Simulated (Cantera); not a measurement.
Feed: 1 mol SiH4, 8.8 mol N2, 0.48 mol H2, equilibrated at 1350 °C.

Equilibrium computed with Cantera from the NASA thermochemical tables; the gas is ideal and each condensed phase is pure. Candidate condensed phases: Si, Si3N4; 18 gas species. The tables' values for SiN are old estimates; treat these amounts as uncertain. Equilibrium is a limit: real reactors are often held back by kinetics, nucleation or transport.

log p: log10 of the partial pressure in bar; n: condensed amount in mol.

```tsv
P (Pa)	log p N2	log p H2	log p H	log p Si	log p Si2N	n Si(s)	n Si3N4(s)
5	-4.41	-4.97	-6.64	-6.81	-8.88	0.963	0
36	-3.55	-4.10	-6.21	-6.81	-8.45	0.995	0
260	(withheld)	(withheld)	(withheld)	(withheld)	(withheld)	0	0.333
1900	-1.84	-2.35	-5.34	-7.82	-9.61	0	0.333
14000	(withheld)	(withheld)	(withheld)	(withheld)	(withheld)	0	0.333
100000	-0.12	-0.63	-4.48	-8.96	-11.05	0	0.333
```

Fill in the missing entries.


- 260, log p N2: -2.70
- 260, log p H2: -3.22
- 260, log p H: -5.77
- 260, log p Si: -7.24
- 260, log p Si2N: -8.89
- 14000, log p N2: -0.97
- 14000, log p H2: -1.49
- 14000, log p H: -4.90
- 14000, log p Si: -8.40
- 14000, log p Si2N: -10.34
